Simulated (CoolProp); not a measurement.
R410A at 418.1 K and 1.54 MPa flows at 0.1 m/s in a round tube of 1 mm bore and 15 µm roughness, fully developed (64/Re and Nu = 3.66 if laminar; Colebrook and Gnielinski if turbulent). Each further row changes one setting.

Computed with CoolProp (reference Helmholtz-energy equation of state, Lemmon 2003). It is a pseudo-pure fit of the blend.

| case | Reynolds number | Darcy friction factor | pressure drop (Pa/m) | heat-transfer coefficient (W/(m² K)) | mass flow (kg/h) |
|---|---|---|---|---|---|
| as stated | [?] | [?] | 59.0 | 85.4 | [?] |
| velocity 0.2 m/s | 371 | 0.173 | [?] | 85.4 | [?] |
| diameter 2 mm | 371 | 0.173 | [?] | [?] | 0.0386 |

Problem. Fill in the missing entries.

Solution. 
- as stated, Reynolds number: 185
- as stated, Darcy friction factor: 0.345
- as stated, mass flow (kg/h): 0.00966
- velocity 0.2 m/s, pressure drop (Pa/m): 118
- velocity 0.2 m/s, mass flow (kg/h): 0.0193
- diameter 2 mm, pressure drop (Pa/m): 14.7
- diameter 2 mm, heat-transfer coefficient (W/(m² K)): 42.7

Viscosity comes from a separate model (Geller 2000). Thermal conductivity comes from a separate model (Geller 2001).
